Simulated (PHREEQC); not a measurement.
Dissolve 150 mmol/kgw Pb(NO3)2, 0.18 mmol/kgw ZnCl2, 0.032 mmol/kgw H2SO4 and 1.3 mmol/kgw Na2SO4 at 30 °C. Closed to the air; pH follows from the charge balance.

The numbers come from PHREEQC with the ion-association model, phreeqc.dat.

Task: The ionic strength comes out as 0.312 mol/kgw. What activity coefficients do NO3-, Zn+2, Pb2OH+3, Pb+2, H+ get?

Result: NO3- 0.65, Zn+2 0.25, Pb2OH+3 0.059, Pb+2 0.29, H+ 0.78.

Precipitation was switched off in this run. Examples of supersaturated solids here: Anglesite. Others may be too.
